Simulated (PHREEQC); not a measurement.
A solution holds 0.03 mol HNO3, 9.7e-05 mol K2SO4 and 0.0063 mol CO2 per kg of water, at 29 °C. Closed to the air; pH follows from the charge balance.

All values are PHREEQC results (ion-association model, wateq4f.dat), not measurements.

Q: The ionic strength comes out as 0.0302 mol/kgw. What activity coefficients do H+, HSO4-, SO4-2, K+, NO3- get?

A: H+ 0.87, HSO4- 0.85, SO4-2 0.53, K+ 0.84, NO3- 0.84.

Precipitation was switched off in this run.
